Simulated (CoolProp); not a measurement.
R141b along the isobar 77.4 bar: density (kg/m³) from the reference equation and from simpler models built on Tc = 204.4 °C, pc = 42.12 bar, ω = 0.220; each cubic takes its own stable root.

The numbers come from the reference Helmholtz-energy equation of state, Lemmon 2006 in CoolProp. It is a short technical equation, of lower accuracy than the large ones.

```json
[
 {"T (°C)": "8.05", "phase": "liquid", "reference": "1279", "van der Waals": "797.5", "Soave-Redlich-Kwong": "1180"},
 {"T (°C)": "22.15", "phase": "liquid", "reference": "1254", "van der Waals": "785.2", "Soave-Redlich-Kwong": "1159"},
 {"T (°C)": "36.25", "phase": "liquid", "reference": "1229", "van der Waals": "772.4", "Soave-Redlich-Kwong": "1136"},
 {"T (°C)": "50.35", "phase": "liquid", "reference": "1202", "van der Waals": "759.2", "Soave-Redlich-Kwong": "1112"},
 {"T (°C)": "64.45", "phase": "liquid", "reference": "1175", "van der Waals": "745.5", "Soave-Redlich-Kwong": "1086"},
 {"T (°C)": "78.65", "phase": "liquid", "reference": "1147", "van der Waals": "731.2", "Soave-Redlich-Kwong": "1059"},
 {"T (°C)": "92.75", "phase": "liquid", "reference": "1118", "van der Waals": "716.4", "Soave-Redlich-Kwong": "1030"},
 {"T (°C)": "106.85", "phase": "liquid", "reference": "1088", "van der Waals": "700.9", "Soave-Redlich-Kwong": "998.4"},
 {"T (°C)": "120.95", "phase": "liquid", "reference": "1056", "van der Waals": "684.7", "Soave-Redlich-Kwong": "965.0"}
]
```
